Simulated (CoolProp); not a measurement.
Vapour-liquid equilibrium of CH2F2 (R32) (1) + R134a (2) at 8.51 bar; x and y are mole fractions of (1).

Model: multi-fluid Helmholtz-energy mixture model, Tillner-Roth 1997 and Tillner-Roth 1994; pair parameters Lemmon 2004, in CoolProp.

Question: Give the bubble temperature and the first vapour's composition at x = 0.35, 0.55, 0.65. Is there an azeotrope?

Answer: x = 0.35: 292.2 K, y = 0.538; x = 0.55: 285.9 K, y = 0.728; x = 0.65: 283.0 K, y = 0.803. No azeotrope shows between x = 0.05 and 0.95.

Pair parameters are fitted to limited data, so mixtures are less certain than the pure fluids.
